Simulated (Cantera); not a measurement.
# Chlorosilane synthesis and conversion: Si + HCl + H2

Feed: 1 mol Si, 1.8 mol HCl, 12 mol H2, at 1300 K and 135 Torr.

Method: chemical equilibrium by Gibbs-energy minimisation in Cantera with the NASA 1993 tables (ideal gas, pure condensed phases). Candidate condensed phases: Si; 19 gas species. The tables' values for SiCl3 are old estimates; treat these amounts as uncertain. Kinetics and transport are ignored.

* **x(H2)**: 0.913
* **x(HCl)**: 0.0618
* **x(SiCl2)**: 0.0112
* **x(SiCl4)**: 0.00614
* **x(SiHCl3)**: 0.00413
* **x(SiCl3)**: 0.00340
* **x(SiH2Cl2)**: 0.000392
* **x(SiH3Cl)**: 1.05e-5
* **x(H)**: 2.49e-6
* **n(Si(s))**: 0.656 mol
* **gas amount**: 13.63 mol
